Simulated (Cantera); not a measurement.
Cantera run:

```python
import numpy as np
import cantera as ct

gas_names = """
    C CN CO CO2 C2 CCN CNC C2N2 C2O C3 C3O2 C4 C4N2 C5 N NCO NO NO2 NO3 N2 N2O O O2 O3 Si SiC SiC2 SiN
    SiO SiO2 Si2 Si2C Si2N Si3
""".split()
cond_names = """
    C(gr) Si(cr) Si(L) SiC(b) SiO2(Lqz) SiO2(hqz) SiO2(L) Si2N2O(s) Si3N4(a)
""".split()


# ... load() reads the species with a 1 bar reference pressure and builds the phases ...
atoms = {
    'SiC': {'Si': 1, 'C': 1},
    'O2': {'O': 2},
    'N2': {'N': 2},
}
top_T = {'C(gr)': 4500, 'SiC(b)': 3050, 'Si2N2O(s)': 2100, 'Si3N4(a)': 2400}  # K; cautious upper limits of use, not melting points


# ... equilibrate(T, P, feed) seeds the gas with the atoms and calls Mixture.equilibrate('TP', solver="vcs", rtol=1e-11, max_steps=5000) ...
results = []
T = 2175  # K
P = 38  # Pa
for m in [0.0015, 0.0048, 0.015, 0.049, 0.16, 0.5, 1.6]:
    feed = {'SiC': 1, 'O2': m, 'N2': 280}  # mol
    mix = equilibrate(T, P, feed)
    results.append((T, P, feed, dict(zip(mix.species_names, mix.species_moles))))
    x = sorted(zip(gas.X, gas.species_names), reverse=True)
    print(f"T = {T:g} K  P = {P:g} Pa  n(O2) = {m:g} mol  gas = {mix.phase_moles(0):.4g} mol")
    print("   x: " + "  ".join(f"{s} {v:.3e}" for v, s in x if v > 0.001))
    print("   condensed (mol): " + ("  ".join(f"{mix.phase(i).name} {mix.phase_moles(i):.4g}"
          for i in range(1, mix.n_phases) if mix.phase_moles(i) > 1e-12) or "none"))
```

Output:

```
T = 2175 K  P = 38 Pa  n(O2) = 0.0015 mol  gas = 281 mol
   x: N2 9.962e-01  Si 3.248e-03
   condensed (mol): C(gr) 0.7605
T = 2175 K  P = 38 Pa  n(O2) = 0.0048 mol  gas = 281 mol
   x: N2 9.962e-01  Si 3.248e-03
   condensed (mol): C(gr) 0.7539
T = 2175 K  P = 38 Pa  n(O2) = 0.015 mol  gas = 281.1 mol
   x: N2 9.961e-01  Si 3.247e-03
   condensed (mol): C(gr) 0.7335
T = 2175 K  P = 38 Pa  n(O2) = 0.049 mol  gas = 281.1 mol
   x: N2 9.959e-01  Si 3.247e-03
   condensed (mol): C(gr) 0.6655
T = 2175 K  P = 38 Pa  n(O2) = 0.16 mol  gas = 281.4 mol
   x: N2 9.951e-01  Si 3.244e-03  CO 1.137e-03
   condensed (mol): C(gr) 0.4437
T = 2175 K  P = 38 Pa  n(O2) = 0.5 mol  gas = 282 mol
   x: N2 9.929e-01  CO 3.520e-03  Si 3.504e-03
   condensed (mol): none
T = 2175 K  P = 38 Pa  n(O2) = 1.6 mol  gas = 282.9 mol
   x: N2 9.894e-01  SiO 3.528e-03  CO 3.270e-03  O 2.479e-03
   condensed (mol): none
```

Method: chemical equilibrium by Gibbs-energy minimisation in Cantera with the NASA 1993 tables (ideal gas, pure condensed phases). The tables' values for SiN are old estimates; treat these amounts as uncertain.
